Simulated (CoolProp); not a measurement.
A single-stage vapour-compression cycle with R404A: evaporating at 242.15 K (dew point), condensing at 264.15 K (bubble point), superheat 5 K, subcooling 2 K, compressor efficiency 0.85, no pressure losses. Each further row changes one setting.

The numbers come from the reference Helmholtz-energy equation of state, Lemmon 2003 in CoolProp. It is a pseudo-pure fit of the blend.

| case | cooling COP | pressure ratio | discharge temperature (K) | refrigerating effect (kJ/kg) | volumetric capacity (kJ/m³) |
|---|---|---|---|---|---|
| as stated | 8.29 | 2.34 | 277.3 | 168 | 1660 |
| evaporating temperature 247.15 K | 11.1 | 1.91 | 275.3 | 171 | 2050 |
| condensing temperature 259.15 K | 10.9 | 1.97 | 271.0 | 175 | 1730 |
| subcooling 7 K | 8.62 | 2.34 | 277.3 | 175 | 1730 |
| superheat 15 K | 8.27 | 2.34 | 287.5 | 177 | 1660 |
| compressor efficiency 0.75 | 7.31 | 2.34 | 280.2 | 168 | 1660 |
